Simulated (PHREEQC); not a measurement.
0.12 g of hydrous ferric oxide (600 m²/g; 0.2 weak and 0.005 strong sites per Fe, Dzombak-Morel constants, diffuse double layer) in 1 kg of water with 0.005 mol/kgw of an inert sodium salt, at 25 °C; the pH is set by adding NaOH or the inert anion's acid. Oxygen is held at 0.21 atm. No CO2 enters from the air. No solid was allowed to form.

Model: ion-association model, wateq4f.dat, run in PHREEQC.

```
pH    surface charge σ (C/m²)  surface potential ψ (mV)
----  -----------------------  ------------------------
3                       0.303                       215
3.75                    0.212                       201
4.5                     0.131                       177
5.25                    0.074                       148
6                       0.038                       114
6.75                    0.017                        75
7.5                     0.006                        34
8.25                   -0.001                        -8
9                      -0.009                       -50
```

The oxide is taken as insoluble; below pH 4 it would dissolve.
